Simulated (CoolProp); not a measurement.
Vapour-liquid equilibrium of dimethyl ether (1) + n-pentane (2) at 8.56 bar; x and y are mole fractions of (1).

Model: multi-fluid Helmholtz-energy mixture model, Wu 2011 and Thol 2019; pair parameters Bell 2016, in CoolProp.

Task: Give the bubble temperature and the first vapour's composition at x = 0.275, 0.725, 0.8. Is there an azeotrope?

Result: x = 0.275: 80.9 °C, y = 0.652; x = 0.725: 47.3 °C, y = 0.935; x = 0.8: 44.8 °C, y = 0.952. No azeotrope shows between x = 0.05 and 0.95.

The pair parameters rest on a limited set of measurements; away from them the model extrapolates. The gap from Raoult's law changes sign with composition, which may be real or a fault of the pair parameters; it wasn't checked against measurements.
